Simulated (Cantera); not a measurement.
## Thermodynamics of boron, boron nitride and boron oxide, feed BCl₃ + H₂O + H₂

Input: 1 mol BCl₃, 0.95 mol H₂O, 51 mol H₂, equilibrated at 1.00 bar.

Equilibrium computed with Cantera from the NASA thermochemical tables; the gas is ideal and each condensed phase is pure. Candidate condensed phases: B, B₂O₃, B₃O₃H₃, H₂O; 33 gas species. The tables' values for BCl, BOCl, BH₂, BCl₂ are old estimates; treat these amounts as uncertain. Gases not in the tables: B₂H₆ and higher boranes, BHCl₂. Kinetics and transport are ignored.

| T (K) | x H₂ | x HCl | x HBO | x H | n B(s) |
|---|---|---|---|---|---|
| 1500 | 0.937 | 0.0537 | 0.00311 | 1.70e-5 | 0.0213 |
| 1600 | 0.934 | 0.0542 | 0.00735 | 5.25e-5 | 0.0407 |
| 1700 | 0.931 | 0.0541 | 0.0120 | 0.000142 | 0.0470 |
| 1800 | 0.929 | 0.0540 | 0.0141 | 0.000345 | 0.0318 |
| 1900 | 0.928 | 0.0537 | 0.0147 | 0.000764 | 0.00216 |
| 2000 | 0.927 | 0.0537 | 0.0148 | 0.00157 | 0 |
| 2100 | 0.925 | 0.0537 | 0.0147 | 0.00300 | 0 |
| 2200 | 0.923 | 0.0535 | 0.0144 | 0.00541 | 0 |
| 2300 | 0.919 | 0.0533 | 0.0140 | 0.00928 | 0 |
x: gas mole fraction; n: condensed amount in mol.

From 1500 K to 1900 K the condensed part is B(s). From 2000 K to 2300 K nothing is condensed. The main B-bearing gas is B₃O₃H₃ at 1500 K and HBO at 2300 K.
